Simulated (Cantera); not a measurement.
A perfectly stirred reactor is fed with 0.517 % H₂, 84.7 % O₂, 11.9 % N₂, 2.88 % H₂O, at 18.8 Torr; it is held at 998 K, and followed from long to short residence time.

Cantera simulation using GRI-Mech 3.0 (53 species, 325 reactions); the numbers are that mechanism's predictions, not measurements. Radical loss at walls, strong at low pressure, is not modelled.

x: mole fraction; the columns are a selection and need not sum to one.

```csv
τ (s),x H₂,x O₂,x NO,x OH,x HO₂,x H₂O
0.56,0.000150,0.847,1.12e-10,0.000124,1.76e-6,0.0338
0.24,___,0.847,1.47e-10,___,___,0.0337
0.10,___,0.846,1.97e-10,___,___,0.0335
0.042,0.000659,0.846,2.39e-10,0.000304,4.16e-6,0.0332
0.018,0.00107,0.846,2.36e-10,0.000392,5.06e-6,0.0327
0.0074,0.00179,0.846,1.59e-10,0.000469,5.78e-6,0.0319
0.0031,0.00297,0.846,5.01e-11,0.000453,5.84e-6,0.0307
0.0013,0.00469,0.847,1.10e-12,0.000157,3.87e-6,0.0292
```

Q: Complete the blanks.

A: 
- 0.24, x H₂: 0.000245
- 0.24, x OH: 0.000167
- 0.24, x HO₂: 2.41e-6
- 0.10, x H₂: 0.000403
- 0.10, x OH: 0.000227
- 0.10, x HO₂: 3.23e-6
